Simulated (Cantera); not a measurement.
An isothermal, constant-pressure homogeneous reactor starts with 0.570 % CO, 0.252 % O₂, 5.70 % H₂O, 93.5 % N₂, equivalence ratio 1.1, at 1275 K and 6.02 atm.

Computed with Cantera and GRI-Mech 3.0 (53 species, 325 reactions).

x: mole fraction; the columns are a selection and need not sum to one.

```json
[
 {"t (s)": "5.00e-6", "x CO": "0.00570", "x O₂": "0.00252", "x H₂O": "0.0570", "x NO": "<1e-12", "x H₂O₂": "<1e-12", "x O": "5.33e-11", "x HO₂": "1.07e-11"},
 {"t (s)": "1.66e-5", "x CO": "0.00570", "x O₂": "0.00252", "x H₂O": "0.0570", "x NO": "<1e-12", "x H₂O₂": "<1e-12", "x O": "1.21e-10", "x HO₂": "4.97e-11"},
 {"t (s)": "5.52e-5", "x CO": "0.00570", "x O₂": "0.00252", "x H₂O": "0.0570", "x NO": "<1e-12", "x H₂O₂": "1.34e-12", "x O": "2.65e-10", "x HO₂": "5.13e-10"},
 {"t (s)": "0.000183", "x CO": "0.00570", "x O₂": "0.00252", "x H₂O": "0.0570", "x NO": "<1e-12", "x H₂O₂": "2.95e-11", "x O": "___", "x HO₂": "8.35e-9"},
 {"t (s)": "0.000610", "x CO": "0.00569", "x O₂": "0.00252", "x H₂O": "0.0570", "x NO": "<1e-12", "x H₂O₂": "8.15e-9", "x O": "___", "x HO₂": "1.20e-6"},
 {"t (s)": "0.00203", "x CO": "0.00300", "x O₂": "0.00142", "x H₂O": "0.0565", "x NO": "9.76e-9", "x H₂O₂": "2.23e-7", "x O": "___", "x HO₂": "3.86e-6"},
 {"t (s)": "0.00673", "x CO": "0.000493", "x O₂": "0.000184", "x H₂O": "0.0566", "x NO": "3.26e-8", "x H₂O₂": "3.62e-8", "x O": "___", "x HO₂": "5.14e-7"},
 {"t (s)": "0.0224", "x CO": "0.000153", "x O₂": "2.29e-5", "x H₂O": "0.0566", "x NO": "3.98e-8", "x H₂O₂": "2.64e-9", "x O": "___", "x HO₂": "5.95e-8"},
 {"t (s)": "0.0743", "x CO": "0.000105", "x O₂": "3.87e-6", "x H₂O": "0.0566", "x NO": "4.19e-8", "x H₂O₂": "2.07e-10", "x O": "___", "x HO₂": "7.84e-9"},
 {"t (s)": "0.247", "x CO": "9.57e-5", "x O₂": "8.09e-7", "x H₂O": "0.0566", "x NO": "4.22e-8", "x H₂O₂": "1.95e-11", "x O": "1.33e-10", "x HO₂": "9.56e-10"},
 {"t (s)": "0.820", "x CO": "9.36e-5", "x O₂": "1.95e-7", "x H₂O": "0.0566", "x NO": "4.20e-8", "x H₂O₂": "1.81e-12", "x O": "1.15e-11", "x HO₂": "9.66e-11"},
 {"t (s)": "2.73", "x CO": "9.32e-5", "x O₂": "5.06e-8", "x H₂O": "0.0566", "x NO": "4.17e-8", "x H₂O₂": "<1e-12", "x O": "1.09e-12", "x HO₂": "8.88e-12"},
 {"t (s)": "9.06", "x CO": "9.30e-5", "x O₂": "1.08e-8", "x H₂O": "0.0566", "x NO": "4.13e-8", "x H₂O₂": "<1e-12", "x O": "<1e-12", "x HO₂": "<1e-12"},
 {"t (s)": "30.1", "x CO": "9.30e-5", "x O₂": "4.98e-10", "x H₂O": "0.0566", "x NO": "4.06e-8", "x H₂O₂": "<1e-12", "x O": "<1e-12", "x HO₂": "<1e-12"},
 {"t (s)": "100", "x CO": "9.30e-5", "x O₂": "5.18e-12", "x H₂O": "0.0566", "x NO": "3.84e-8", "x H₂O₂": "<1e-12", "x O": "<1e-12", "x HO₂": "<1e-12"}
]
```

Problem. Some entries are withheld; supply them.

Solution. 
- 0.000183, x O: 1.36e-9
- 0.000610, x O: 1.73e-7
- 0.00203, x O: 6.43e-6
- 0.00673, x O: 5.41e-7
- 0.0224, x O: 2.65e-8
- 0.0743, x O: 1.64e-9
